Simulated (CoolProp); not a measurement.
A Linde-Hampson liquefier for dry air: isothermal reversible compression at 290 K from 1 atm to 40 MPa, throttling to 1 atm, return gas leaving the recuperator 0 K below the feed. Each further row changes one setting.

Model: reference Helmholtz-energy equation of state, Lemmon 2000, in CoolProp. It is a pseudo-pure fit of the blend.

```
case                        liquid yield per pass  compression work (kJ/kg of gas)
--------------------------  ---------------------  -------------------------------
as stated                                   0.116                              501
high pressure 80 MPa                        0.086                              ___
warm-end temperature 320 K                  0.086                              ___
warm-end gap 5 K                              ___                              501
```

Q: Fill in the missing entries.

A: 
- high pressure 80 MPa, compression work (kJ/kg of gas): 582
- warm-end temperature 320 K, compression work (kJ/kg of gas): 557
- warm-end gap 5 K, liquid yield per pass: 0.106
